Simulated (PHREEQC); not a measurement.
Copper plating or etch bath

A solution holds 0.0043 mol CuSO4 and 0.026 mol FeCl3 per kg of water, at 51 °C. Closed to the air; pH follows from the charge balance.

Model: ion-association model, wateq4f.dat, run in PHREEQC.

No solid was allowed to form.

Q: Predict the pH.

A: pH 2.04.

Q: In which forms is S present?

A: FeSO4+ 71 %, SO4-2 13 %, HSO4- 9.7 %, FeHSO4+2 4.3 %, CuSO4 1.3 %, Fe(SO4)2- 0.6 % of the S.

The solution is supersaturated, for example in Hematite (slow to form), Goethite (slow to form), so a real one may precipitate; this is no full list. At this temperature some constants are extrapolated from 25 °C, and those without enthalpy data are left unchanged.
